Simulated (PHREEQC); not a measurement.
**Ultrapure water in contact with air or piping: speciation**

Model water analysis in mg/L, 25 °C, pH 7.58, pe 11.4:

```
constituent             mg/L
------------------  --------
Na                    0.0273
K                   0.000218
Ca                   0.00819
Mg                   0.00692
Cl                    0.0213
S(6) as SO4           0.0248
Alkalinity as HCO3    0.0632
F                   9.98e-05
Ba                   5.2e-05
```

Valence states are taken as typed.

All values are PHREEQC results (ion-association model, wateq4f.dat), not measurements.

Precipitation was switched off in this run.

Q: Estimate the charge-balance error.

A: charge-balance error 0.3 %.

Q: In which forms is C present?

A: HCO3- 94 %, CO2 5.6 % of the C.

Complexes and solids missing from the database can't appear.
